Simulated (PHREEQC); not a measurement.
Make-up at 20 °C: 0.077 mol H2SO4, 3.8e-05 mol ZnSO4 and 0.0047 mol KCl per kg of water. Closed to the air; pH follows from the charge balance.

Equilibrium calculation in PHREEQC: ion-association model, wateq4f.dat.

**Question.** The ionic strength comes out as 0.119 mol/kgw. What activity coefficients do KSO4-, SO4-2, Cl-, Zn(SO4)2-2, H+ get?

**Answer.** KSO4- 0.78, SO4-2 0.35, Cl- 0.75, Zn(SO4)2-2 0.36, H+ 0.82.

Precipitation was switched off in this run.
